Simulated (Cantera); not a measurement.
Charge: 1 mol SiCl₄, 8.9 mol H₂, held at 0.110 bar.

Method: chemical equilibrium by Gibbs-energy minimisation in Cantera with the NASA 1993 tables (ideal gas, pure condensed phases). Candidate condensed phases: Si; 19 gas species. The numbers say what is thermodynamically allowed, not how fast it happens. All values below are at 750 K.

Base state: H₂ 0.893, SiCl₄ 0.0948, HCl 0.00622, SiHCl₃ 0.00616, SiH₂Cl₂ 2.94e-5 (mole fractions); condensed: gas only.

Task: What changes in the equilibrium state with this change: SiCl₄ replaced by Si?

Result: 
```
species      before  after
----------  -------  -----
H₂            0.893   1.00
SiCl₄        0.0948      0
HCl         0.00622      0
SiHCl₃      0.00616      0
SiH₂Cl₂     2.94e-5      0
Si(s), mol        0   1.00
```
